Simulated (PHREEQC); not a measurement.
Make-up at 25 °C: 0.018 mol/kgw Pb(NO3)2, 0.033 mol/kgw CaCl2 and 0.001 mol/kgw HCl. Closed to the air; pH follows from the charge balance.

Equilibrium calculation in PHREEQC: ion-association model, wateq4f.dat.

This is a speciation only: nothing precipitates in the calculation.

Problem. Order these Pb species by the share of Pb that they hold, largest first: PbNO3+, Pb+2, PbCl2, PbCl+.

Solution. Pb+2 (50 %), PbCl+ (39 %), PbNO3+ (8.3 %), PbCl2 (2.0 %)

The pH is 3.09 and the ionic strength 0.136 mol/kgw.
